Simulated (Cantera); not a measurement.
A closed system holds: 1 mol MgO, 5.1 mol HBr, 5.8 mol H₂.

Method: chemical equilibrium by Gibbs-energy minimisation in Cantera with the NASA 1993 tables (ideal gas, pure condensed phases). Candidate condensed phases: Br₂, H₂O, Mg, MgBr₂, MgO, Mg(OH)₂; 20 gas species. Mutual solubility and eutectic melting of coexisting phases are not modelled. Rates play no part.

Q: What condenses at these points (T in °C, P in Pa): (400, 1); (400, 100000); (550, 5600); (625, 18); (400, 18); (1225, 18)?

A: 
```json
[
 {"T (°C)": "400", "P in Pa": "1", "condensed phases": "MgO", "Mg condensed (%)": "99.8"},
 {"T (°C)": "400", "P in Pa": "100000", "condensed phases": "MgBr₂", "Mg condensed (%)": "100.0"},
 {"T (°C)": "550", "P in Pa": "5600", "condensed phases": "MgBr₂ + MgO", "Mg condensed (%)": "99.7"},
 {"T (°C)": "625", "P in Pa": "18", "condensed phases": "MgO", "Mg condensed (%)": "96.3"},
 {"T (°C)": "400", "P in Pa": "18", "condensed phases": "MgBr₂ + MgO", "Mg condensed (%)": "99.9"},
 {"T (°C)": "1225", "P in Pa": "18", "condensed phases": "MgO", "Mg condensed (%)": "37.9"}
]
```
